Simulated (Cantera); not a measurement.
An adiabatic, constant-volume homogeneous reactor starts with 4.03 % CH₄, 2.66 % CO, 19.5 % O₂, 73.8 % N₂, at 1100 K and 500000 Pa.

Detailed kinetics in Cantera: GRI-Mech 3.0 (53 species, 325 reactions).

**Question.** Predict: time of steepest temperature rise; temperature at 0.900 s; equilibrium temperature; x(CO) at 0.900 s; x(O₂) at 0.900 s; x(NO₂) at 0.900 s; x(H₂O₂) at 0.900 s; x(H₂) at 0.900 s.

**Answer.** 
- time of steepest temperature rise = 36.8 ms
- temperature at 0.900 s = 2371 K
- equilibrium temperature = 2371 K
- x(CO) at 0.900 s = 0.00118 (gas-phase equilibrium 0.00118)
- x(O₂) at 0.900 s = 0.0962 (gas-phase equilibrium 0.0962)
- x(NO₂) at 0.900 s = 2.69e-5 (gas-phase equilibrium 2.69e-5)
- x(H₂O₂) at 0.900 s = 4.22e-7 (gas-phase equilibrium 4.22e-7)
- x(H₂) at 0.900 s = 0.000242 (gas-phase equilibrium 0.000242)
